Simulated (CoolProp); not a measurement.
Cyclopentane along the isotherm 84.55 °C: Z from the reference equation and from simpler models built on Tc = 238.6 °C, pc = 4.583 MPa, ω = 0.202; each cubic takes its own stable root.

Model: reference Helmholtz-energy equation of state, Gedanitz 2015, in CoolProp.

| p (MPa) | phase | reference | van der Waals | Redlich-Kwong |
|---|---|---|---|---|
| 0.529 | liquid | 0.01840 | 0.9141 | 0.01992 |
| 1.06 | liquid | 0.03683 | 0.05784 | 0.03980 |
| 1.59 | liquid | 0.05517 | 0.08630 | 0.05954 |
| 2.12 | liquid | 0.07346 | 0.1145 | 0.07918 |
| 2.64 | liquid | 0.09137 | 0.1419 | 0.09835 |
| 3.17 | liquid | 0.1096 | 0.1697 | 0.1178 |
| 3.7 | liquid | 0.1277 | 0.1972 | 0.1372 |
| 4.23 | liquid | 0.1459 | 0.2246 | 0.1564 |
| 4.76 | liquid | 0.1639 | 0.2517 | 0.1756 |
| 5.29 | liquid | 0.1820 | 0.2787 | 0.1947 |
| 5.82 | liquid | 0.2000 | 0.3056 | 0.2137 |
| 6.35 | liquid | 0.2179 | 0.3323 | 0.2327 |
| 6.87 | liquid | 0.2355 | 0.3583 | 0.2512 |

At some of these states van der Waals gives the other phase, because its saturation line lies elsewhere.
